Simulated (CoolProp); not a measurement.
Normal hydrogen along the isotherm -238.35 °C: density (kg/m³) from the reference equation and from simpler models built on Tc = -240.0 °C, pc = 1.296 MPa, ω = -0.219; each cubic takes its own stable root.

Model: reference Helmholtz-energy equation of state, Leachman 2009, in CoolProp.

| p (MPa) | phase | reference |
|---|---|---|
| 0.72 | gas | 6.127 |
| 1.44 | supercritical | 19.55 |
| 2.16 | supercritical | 47.62 |
| 2.88 | supercritical | 53.04 |
| 3.6 | supercritical | 56.21 |
| 4.32 | supercritical | 58.53 |
| 5.04 | supercritical | 60.40 |
| 5.76 | supercritical | 61.97 |
| 6.48 | supercritical | 63.34 |

Q: How far does each simpler model (ideal gas, van der Waals, Redlich-Kwong, Soave-Redlich-Kwong, Peng-Robinson) lie from the reference over these 9 states: mean and median of the absolute difference, and the worst?

A: 
- ideal gas: mean 45.2 %, median 48.6 %, worst -68.4 % at -238.35 °C and 2.16 MPa
- van der Waals: mean 15.9 %, median 19.6 %, worst -19.9 % at -238.35 °C and 2.16 MPa
- Redlich-Kwong: mean 3.1 %, median 2.0 %, worst -10.4 % at -238.35 °C and 2.16 MPa
- Soave-Redlich-Kwong: mean 2.0 %, median 1.6 %, worst -6.0 % at -238.35 °C and 2.16 MPa
- Peng-Robinson: mean 8.9 %, median 9.2 %, worst +13.1 % at -238.35 °C and 6.48 MPa
